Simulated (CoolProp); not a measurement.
Vapour-liquid equilibrium of R152A (1) + methanol (2) at -18.95 °C; x and y are mole fractions of (1).

The numbers come from the multi-fluid Helmholtz-energy mixture model, Outcalt 1996 and de Reuck 1993; pair parameters Bell 2016 in CoolProp.

```json
[
 {"x": "0.05", "bubble pressure (MPa)": "0.03474", "y at the bubble point": "0.968", "dew pressure at overall composition x (MPa)": "0.001170", "liquid density (mol/L)": "25.12"},
 {"x": "0.125", "bubble pressure (MPa)": "0.06073", "y at the bubble point": "0.982", "dew pressure at overall composition x (MPa)": "0.001270", "liquid density (mol/L)": "24.11"},
 {"x": "0.2", "bubble pressure (MPa)": "0.07223", "y at the bubble point": "[?]", "dew pressure at overall composition x (MPa)": "0.001388", "liquid density (mol/L)": "23.14"},
 {"x": "0.275", "bubble pressure (MPa)": "[?]", "y at the bubble point": "0.986", "dew pressure at overall composition x (MPa)": "[?]", "liquid density (mol/L)": "22.22"},
 {"x": "0.35", "bubble pressure (MPa)": "0.08050", "y at the bubble point": "0.987", "dew pressure at overall composition x (MPa)": "0.001708", "liquid density (mol/L)": "21.35"},
 {"x": "0.425", "bubble pressure (MPa)": "0.08290", "y at the bubble point": "0.988", "dew pressure at overall composition x (MPa)": "0.001930", "liquid density (mol/L)": "20.52"},
 {"x": "0.5", "bubble pressure (MPa)": "[?]", "y at the bubble point": "0.988", "dew pressure at overall composition x (MPa)": "0.002219", "liquid density (mol/L)": "19.72"},
 {"x": "0.575", "bubble pressure (MPa)": "[?]", "y at the bubble point": "[?]", "dew pressure at overall composition x (MPa)": "0.002609", "liquid density (mol/L)": "18.96"},
 {"x": "0.65", "bubble pressure (MPa)": "0.09311", "y at the bubble point": "0.990", "dew pressure at overall composition x (MPa)": "0.003168", "liquid density (mol/L)": "18.23"},
 {"x": "0.725", "bubble pressure (MPa)": "0.09829", "y at the bubble point": "0.992", "dew pressure at overall composition x (MPa)": "0.004030", "liquid density (mol/L)": "17.53"},
 {"x": "0.8", "bubble pressure (MPa)": "0.1045", "y at the bubble point": "0.993", "dew pressure at overall composition x (MPa)": "0.005538", "liquid density (mol/L)": "16.85"},
 {"x": "0.875", "bubble pressure (MPa)": "0.1117", "y at the bubble point": "0.996", "dew pressure at overall composition x (MPa)": "0.008851", "liquid density (mol/L)": "16.20"},
 {"x": "0.95", "bubble pressure (MPa)": "0.1200", "y at the bubble point": "0.998", "dew pressure at overall composition x (MPa)": "0.02202", "liquid density (mol/L)": "15.56"}
]
```

What belongs in the gaps?


- 0.2, y at the bubble point: 0.985
- 0.275, bubble pressure (MPa): 0.07754
- 0.275, dew pressure at overall composition x (MPa): 0.001531
- 0.5, bubble pressure (MPa): 0.08556
- 0.575, bubble pressure (MPa): 0.08890
- 0.575, y at the bubble point: 0.989

No azeotrope shows between x = 0.05 and 0.95.

The pair parameters rest on a limited set of measurements; away from them the model extrapolates. With so large a gap from Raoult's law the liquid may split in two, which this calculation doesn't test in full.
